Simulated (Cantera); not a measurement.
Charge: 1 mol SiCl₄, 0.11 mol H₂O, 130 mol N₂, at 4.60 mbar.

Equilibrium computed with Cantera from the NASA thermochemical tables; the gas is ideal and each condensed phase is pure. Candidate condensed phases: H₂O, NH₄Cl, Si, SiO₂, Si₂N₂O, Si₃N₄; 47 gas species. The tables hold silica as quartz up to 1696 K and as liquid above; real silica turns to tridymite and cristobalite and melts near 1996 K. The numbers say what is thermodynamically allowed, not how fast it happens.

### Question
Which condensed phases are stable at each of these points (T (K)): 1225, 1275, 1325, 1375, 1425, 1475, 1525, 1575, 1625, 1675, 1725, 1775?

### Answer
```csv
T (K),condensed phases,Si condensed (%)
1225,SiO₂(β-quartz),5.5
1275,SiO₂(β-quartz),5.5
1325,SiO₂(β-quartz),5.5
1375,SiO₂(β-quartz),5.5
1425,SiO₂(β-quartz),5.4
1475,SiO₂(β-quartz),5.0
1525,SiO₂(β-quartz),3.9
1575,SiO₂(β-quartz),0.7
1625,gas only,0.0
1675,gas only,0.0
1725,gas only,0.0
1775,gas only,0.0
```

From 1225 K to 1575 K the condensed part is SiO₂(β-quartz). From 1625 K to 1775 K nothing is condensed.
